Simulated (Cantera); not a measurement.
A jet of 2.61 % CH4, 7.61 % O2, 89.8 % N2 at 300 K and 158 Torr hits a platinum plate 4.5 cm away at a mass flux of 0.029 kg/m²/s; the plate temperature is set and raised in steps from an oxygen-covered start.

Cantera simulation using Deutschmann's 1995 Pt surface mechanism with GRI-Mech 3.0 gas chemistry; the numbers are that mechanism's predictions, not measurements. Catalytic surfaces can have several steady states; this one follows from the mechanism file's or the stated starting coverage.

x: mole fraction at the wall; θ: surface coverage.

| plate T (K) | wall x CH4 | wall x O2 | wall x H2O | wall x OH | wall x CO | wall x CO2 | θ free Pt | θ O* | θ OH* |
|---|---|---|---|---|---|---|---|---|---|
| 950 | 0.00586 | 0.0332 | 0.0376 | 6.85e-8 | 3.23e-6 | 0.0249 | 0.285 | 0.713 | 0.00217 |
| 1000 | 0.00386 | 0.0289 | 0.0412 | 1.76e-7 | 2.92e-6 | 0.0273 | 0.362 | 0.636 | 0.00201 |
| 1050 | 0.00273 | 0.0266 | 0.0432 | 4.06e-7 | 2.77e-6 | 0.0286 | 0.435 | 0.563 | [?] |
| 1100 | 0.00205 | 0.0252 | 0.0444 | 8.60e-7 | 2.77e-6 | 0.0294 | 0.506 | 0.493 | [?] |
| 1150 | 0.00162 | 0.0244 | 0.0450 | 1.69e-6 | 2.89e-6 | 0.0298 | 0.571 | 0.427 | [?] |
| 1200 | 0.00133 | 0.0239 | 0.0454 | 3.12e-6 | 3.14e-6 | 0.0301 | 0.632 | 0.367 | [?] |

Task: What belongs in the gaps?

Result: 
- 1050, θ OH*: 0.00180
- 1100, θ OH*: 0.00158
- 1150, θ OH*: 0.00137
- 1200, θ OH*: 0.00118
